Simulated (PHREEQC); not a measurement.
PHREEQC input (ion-association model, phreeqc.dat):

```
SOLUTION 0
  temp 15
  units mmol/kgw
  pH 7 charge
  Cl 2.41
  Mg 1.2
  O(0) 1 O2(g) -0.68
SOLUTION 1-30
  temp 15
  units mmol/kgw
  pH 7 charge
  Cl 45.61
  Ca 1.8
  Na 42
  O(0) 1 O2(g) -0.68
END
EXCHANGE 1-30
  X 0.0028
  -equilibrate 1
END
SELECTED_OUTPUT 1
  -reset false
  -pH true
  -pe true
  -ionic_strength true
  -water true
  -step true
  -totals Ca Cl Mg Na
  -molalities NaX CaX2 MgX2
  -saturation_indices Halite
PRINT
  -reset false
TRANSPORT
  -cells 30
  -shifts 150
  -lengths 0.00666667
  -time_step 3600
  -dispersivities 0.016
  -boundary_conditions flux flux
  -correct_disp true
  -punch_cells 30
  -punch_frequency 5
END
```

Selected output (columns that matter, 11 of 31 rows; pore volumes added in front):

```
pore volumes	pH	mu	Ca	Cl	Mg	Na	m_CaX2	m_MgX2	si_Halite
0	5.0666	0.04741	0.0018	0.04561	0	0.042	0.00092766	0	-4.4461
0.5167	5.0653	0.044644	0.0016794	0.042957	7.8687e-06	0.039572	0.00093475	2.7557e-06	-4.4943
1.0167	5.051	0.021031	0.00089661	0.020006	0.00012841	0.017946	0.0010105	9.1053e-05	-5.1275
1.5167	5.0351	0.0077735	0.00061154	0.0068091	0.00035286	0.0048703	0.00095708	0.00034747	-6.1199
2.0167	5.0279	0.004428	0.00046406	0.0033217	0.00064219	0.0010992	0.00073678	0.00064152	-7.0604
2.5167	5.026	0.003759	0.00031726	0.0025861	0.00085556	0.00023049	0.00051744	0.00087795	-7.8431
3.0167	5.0257	0.0036361	0.00020542	0.0024431	0.00098766	4.6907e-05	0.00034757	0.0010515	-8.5584
3.5167	5.0256	0.0036145	0.00012969	0.0024161	0.0010687	9.425e-06	0.00022633	0.0011735	-9.26
4.0167	5.0256	0.0036107	8.0578e-05	0.0024111	0.001119	1.883e-06	0.00014376	0.0012562	-9.9603
4.5167	5.0256	0.0036101	4.9424e-05	0.0024102	0.0011505	3.7521e-07	8.9477e-05	0.0013105	-10.661
5.0167	5.0256	0.00361	2.9985e-05	0.00241	0.00117	7.467e-08	5.4793e-05	0.0013452	-11.362
```
